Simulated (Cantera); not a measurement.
Input: 1 mol SiF₄, 6.2 mol N₂O, 1.5 mol N₂, equilibrated at 1525 K and 28.0 Pa.

Equilibrium computed with Cantera from the NASA thermochemical tables; the gas is ideal and each condensed phase is pure. Candidate condensed phases: Si, SiO₂, Si₂N₂O, Si₃N₄; 28 gas species. Equilibrium is a limit: real reactors are often held back by kinetics, nucleation or transport.

Base state: N₂ 0.652, O₂ 0.262, SiF₄ 0.0847, NO 0.00140, O 0.000173, F 2.33e-5 (mole fractions); condensed: gas only.

Task: What changes in the equilibrium state with this change: temperature from 1525 K to 700 K?

Result: 
```tsv
species	before	after
N₂	0.652	0.653
O₂	0.262	0.263
SiF₄	0.0847	0.0847
NO	0.00140	2.87e-7
O	0.000173	<1e-9
F	2.33e-5	<1e-9
```
